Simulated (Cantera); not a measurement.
What does this Cantera script print?

```python
import numpy as np
import cantera as ct

gas_names = [...]  # 114 gases of nasa_gas.yaml made of C, Fe, H, O
cond_names = """
    C(gr) C6H6(L) C7H8(L) C8H18(L),n-octa Fe(a) Fe(c) Fe(d) Fe(L) FeC5O5(L) FeO(s) FeO(L) Fe(OH)2(s)
    Fe(OH)3(s) Fe2O3(s) Fe3O4(s) H2O(s) H2O(L)
""".split()


# ... load() reads the species with a 1 bar reference pressure and builds the phases ...
atoms = {
    'Fe': {'Fe': 1},
    'H2O': {'H': 2, 'O': 1},
    'CO': {'C': 1, 'O': 1},
}
top_T = {'C(gr)': 4500, 'Fe2O3(s)': 1830, 'Fe3O4(s)': 1870}  # K; cautious upper limits of use, not melting points


# ... equilibrate(T, P, feed) seeds the gas with the atoms and calls Mixture.equilibrate('TP', solver="vcs", rtol=1e-11, max_steps=5000) ...
results = []
T = 1748  # K
P = 850000  # Pa
for m in [0.9, 1.5, 2.6, 4.4, 7.5, 13, 22, 37, 63]:
    feed = {'Fe': 1, 'H2O': 0.025, 'CO': m}  # mol
    mix = equilibrate(T, P, feed)
    results.append((T, P, feed, dict(zip(mix.species_names, mix.species_moles))))

top = {s: max(r[3][s] / sum(r[3][g] for g in gas_names) for r in results) for s in gas_names}
cols = sorted((s for s in top if top[s] > 0.0001), key=lambda s: -top[s])[:8]
seen = [c for c in cond_names if any(r[3].get(c, 0) > 1e-12 for r in results)]
print("log10 of partial pressures in bar; condensed amounts in mol")
print(f"{'n(CO)':>10s}" + "".join(f"{s[:9]:>10s}" for s in cols + seen))
for T, P, feed, n in results:
    ng = sum(n[g] for g in gas_names)
    print(f"{feed['CO']:10.4g}" + "".join(f"{np.log10(max(n[s] / ng * P / 1e5, 1e-99)):10.3f}" for s in cols)
          + "".join(f"{n.get(c, 0):10.4g}" for c in seen))
```

Output:

```
log10 of partial pressures in bar; condensed amounts in mol
     n(CO)        CO       CO2        H2       H2O     C(gr)     Fe(d)
       0.9     0.906    -0.678    -0.678    -1.704         0         1
       1.5     0.915    -0.880    -0.880    -2.118         0         1
       2.6     0.921    -1.106    -1.106    -2.576         0         1
       4.4     0.925    -1.327    -1.327    -3.021         0         1
       7.5     0.927    -1.554    -1.555    -3.478         0         1
        13     0.928    -1.790    -1.791    -3.951         0         1
        22     0.928    -2.017    -2.018    -4.406         0         1
        37     0.929    -2.130    -2.243    -4.744   0.00737    0.9999
        63     0.929    -2.130    -2.474    -4.975   0.03007    0.9999
```

Method: chemical equilibrium by Gibbs-energy minimisation in Cantera with the NASA 1993 tables (ideal gas, pure condensed phases). Iron dissolves carbon and melts from about 1420 K in contact with it, which pure phases cannot show. Condensed phases not in the tables: cementite and carbon dissolved in iron.
